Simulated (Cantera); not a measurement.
An isothermal, constant-pressure homogeneous reactor starts with 71.9 % NO, 28.1 % N2, at 2000 K and 0.0130 bar.

Computed with Cantera and GRI-Mech 3.0 (53 species, 325 reactions). Radical loss at walls, strong at low pressure, is not modelled.

x: mole fraction; the columns are a selection and need not sum to one.

| t (s) | x NO | x N2 | x NO2 | x O | x N2O |
|---|---|---|---|---|---|
| 9.00e-5 | 0.719 | 0.281 | 3.26e-10 | 7.04e-7 | 7.02e-7 |
| 0.000286 | 0.719 | 0.281 | 3.27e-9 | 2.24e-6 | 2.23e-6 |
| 0.000911 | 0.719 | 0.281 | 3.18e-8 | 7.19e-6 | 7.01e-6 |
| 0.00290 | 0.719 | 0.281 | ___ | ___ | ___ |
| 0.00921 | 0.719 | 0.281 | 2.09e-6 | 7.91e-5 | 6.21e-5 |
| 0.0293 | 0.719 | 0.281 | 9.11e-6 | 0.000279 | 0.000143 |
| 0.0932 | 0.717 | 0.282 | ___ | ___ | ___ |
| 0.297 | 0.709 | 0.285 | 2.45e-5 | 0.000980 | 0.000167 |
| 0.943 | 0.681 | 0.299 | 3.72e-5 | 0.00121 | 0.000144 |
| 3.00 | 0.585 | 0.347 | 6.04e-5 | 0.00176 | 9.16e-5 |

Q: Fill in the missing entries.

A: 
- 0.00290, x NO2: 2.88e-7
- 0.00290, x O: 2.34e-5
- 0.00290, x N2O: 2.16e-5
- 0.0932, x NO2: 1.82e-5
- 0.0932, x O: 0.000731
- 0.0932, x N2O: 0.000187
